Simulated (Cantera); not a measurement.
A closed system holds: 1 mol N2O, 1.1 mol O2, 0.088 mol H2O, at 1825 K and 75.0 Torr.

Equilibrium computed with Cantera from the NASA thermochemical tables; the gas is ideal and each condensed phase is pure. Candidate condensed phases: H2O; 24 gas species. Rates play no part.

Problem. What is the equilibrium state?

Solution. 
```json
{
 "x(O2)": "0.592",
 "x(N2)": "0.369",
 "x(H2O)": "0.0322",
 "x(NO)": "0.00519",
 "x(OH)": "0.00105",
 "x(O)": "0.000374",
 "x(H2)": "8.97e-6",
 "x(NO2)": "6.60e-6",
 "x(H)": "4.17e-6",
 "gas_amount": "2.689 mol"
}
```
